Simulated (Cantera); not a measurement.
Input: 1 mol Si, a varied amount of HCl, 14 mol H₂, equilibrated at 625 °C and 1300000 Pa.

These are equilibrium values from Cantera (NASA tables, ideal gas, pure condensed phases), not measurements of a reactor. Candidate condensed phases: Si; 19 gas species. Rates play no part.

**Question.** What share of the Si ends up in condensed phases as a function of n(HCl) (mol), at 0.64, 0.84, 1.1, 1.5, 1.9, 2.5, 3.4, 4.4, 5.9?

**Answer.** 
| n(HCl) (mol) | Si condensed (%) | as |
|---|---|---|
| 0.64 | 79.5 | Si(s) |
| 0.84 | 73.3 | Si(s) |
| 1.1 | 65.3 | Si(s) |
| 1.5 | 53.1 | Si(s) |
| 1.9 | 41.1 | Si(s) |
| 2.5 | 23.1 | Si(s) |
| 3.4 | 0.0 | - |
| 4.4 | 0.0 | - |
| 5.9 | 0.0 | - |
